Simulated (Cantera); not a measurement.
A closed system holds: 1 mol SiCl₄, 0.45 mol H₂, 5.9 mol HCl, held at 0.400 bar.

Equilibrium computed with Cantera from the NASA thermochemical tables; the gas is ideal and each condensed phase is pure. Candidate condensed phases: Si; 19 gas species. The tables' values for SiCl₃ are old estimates; treat these amounts as uncertain. Kinetics and transport are ignored.

x: gas mole fraction; nothing condenses.

```tsv
T (°C)	x HCl	x SiCl₄	x H₂	x SiCl₃	x SiCl₂	x SiHCl₃	x Cl
827	0.803	0.136	0.0610	5.45e-5	3.04e-7	0.000152	___
877	0.803	0.136	0.0609	0.000124	1.24e-6	0.000209	___
927	0.803	0.135	0.0608	0.000264	4.50e-6	0.000279	___
977	0.803	0.135	0.0606	0.000525	1.46e-5	0.000362	___
1027	0.804	0.134	0.0602	0.000986	4.29e-5	0.000459	___
1077	0.804	0.133	0.0596	0.00176	0.000115	0.000566	___
1127	0.805	0.132	0.0587	0.00297	0.000284	0.000680	___
1177	0.807	0.129	0.0572	0.00478	0.000644	0.000791	___
1227	0.809	0.126	0.0551	0.00729	0.00134	0.000887	___
1277	0.813	0.121	0.0520	0.0106	0.00256	0.000951	___
1327	0.817	0.115	0.0479	0.0144	0.00448	0.000970	___
1377	0.823	0.107	0.0430	0.0187	0.00716	0.000938	___
```

**Question.** Fill in the missing entries.

**Answer.** 
- 827, x Cl: 1.19e-7
- 877, x Cl: 3.38e-7
- 927, x Cl: 8.81e-7
- 977, x Cl: 2.13e-6
- 1027, x Cl: 4.83e-6
- 1077, x Cl: 1.03e-5
- 1127, x Cl: 2.11e-5
- 1177, x Cl: 4.11e-5
- 1227, x Cl: 7.74e-5
- 1277, x Cl: 0.000142
- 1327, x Cl: 0.000254
- 1377, x Cl: 0.000447
